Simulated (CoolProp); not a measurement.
Vapour-liquid equilibrium of cyclohexane (1) + n-dodecane (2) at 199.25 °C; x and y are mole fractions of (1).

The numbers come from the multi-fluid Helmholtz-energy mixture model, Zhou 2014 and Lemmon 2004; pair parameters Bell 2016 in CoolProp.

Q: Give the bubble pressure and the first vapour's composition at x = 0.2, 0.35, 0.8. Is there an azeotrope?

A: x = 0.2: 242.4 kPa, y = 0.759; x = 0.35: 399.9 kPa, y = 0.873; x = 0.8: 1005 kPa, y = 0.981. No azeotrope shows between x = 0.05 and 0.95.

The pair parameters rest on a limited set of measurements; away from them the model extrapolates.
